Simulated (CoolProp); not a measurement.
Saturation properties of normal hydrogen.

Computed with CoolProp (reference Helmholtz-energy equation of state, Leachman 2009).

```tsv
T (K)	p (MPa)	enthalpy of vaporisation (kJ/kg)	liquid cp (kJ/(kg K))
22.9	[?]	[?]	11.41
23.6	0.2355	425.5	11.97
24.2	0.2699	419.0	12.50
24.9	0.3143	410.5	13.19
25.6	0.3635	400.8	13.98
26.3	0.4180	389.9	14.90
26.9	0.4690	379.3	15.82
27.6	0.5338	365.5	17.11
28.3	[?]	[?]	18.71
28.9	0.6706	334.5	20.47
29.6	0.7537	314.1	23.21
30.3	0.8439	290.1	27.21
31	0.9416	261.3	33.76
31.6	1.032	230.8	44.12
32.3	1.145	182.5	75.85
```

### Question
Some entries are withheld; supply them.

### Answer

- 22.9, p (MPa): 0.1995
- 22.9, enthalpy of vaporisation (kJ/kg): 432.0
- 28.3, p (MPa): 0.6047
- 28.3, enthalpy of vaporisation (kJ/kg): 349.7

It boils at 20.4 K under 1 atm.
